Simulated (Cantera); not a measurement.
A Cantera script and what it prints.

```python
import numpy as np
import cantera as ct

gas_names = """
    H HNO HNO2 HNO3 HO2 H2 H2O H2O2 N NH NH2 NH3 NH2OH NO NO2 NO3 N2 N2H2 N2H4 N2O O OH O2 O3 V VN VO
    VO2
""".split()
cond_names = """
    H2O(s) H2O(L) V(cr) V(L) VN(s) VO(s) VO(L) V2O3(s) V2O3(L) V2O4(I) V2O4(II) V2O4(L) V2O5(s) V2O5(L)
""".split()


# ... load() reads the species with a 1 bar reference pressure and builds the phases ...
atoms = {
    'V2O3': {'V': 2, 'O': 3},
    'H2': {'H': 2},
    'N2': {'N': 2},
}
top_T = {'VN(s)': 2300}  # K; cautious upper limits of use, not melting points


# ... equilibrate(T, P, feed) seeds the gas with the atoms and calls Mixture.equilibrate('TP', solver="vcs", rtol=1e-11, max_steps=5000) ...
results = []
feed = {'V2O3': 1, 'H2': 1200, 'N2': 0.51}  # mol
T = 1098  # K
P = 3500  # Pa
mix = equilibrate(T, P, feed)
results.append((T, P, feed, dict(zip(mix.species_names, mix.species_moles))))
x = sorted(zip(gas.X, gas.species_names), reverse=True)
print(f"T = {T:g} K  P = {P:g} Pa  gas = {mix.phase_moles(0):.4g} mol")
print("   x: " + "  ".join(f"{s} {v:.3e}" for v, s in x if v > 1e-05))
print("   condensed (mol): " + ("  ".join(f"{mix.phase(i).name} {mix.phase_moles(i):.4g}"
      for i in range(1, mix.n_phases) if mix.phase_moles(i) > 1e-12) or "none"))
```

It prints:

```
T = 1098 K  P = 3500 Pa  gas = 1200 mol
   x: H2 9.994e-01  N2 3.582e-04  H2O 1.997e-04
   condensed (mol): VN(s) 0.1598  V2O3(s) 0.9201
```

These are equilibrium values from Cantera (NASA tables, ideal gas, pure condensed phases), not measurements of a reactor. Mutual solubility and eutectic melting of coexisting phases are not modelled. VN: taken at fixed stoichiometry. Condensed phases not in the tables: the oxides between V2O3 and V2O5 other than VO2, V2N.
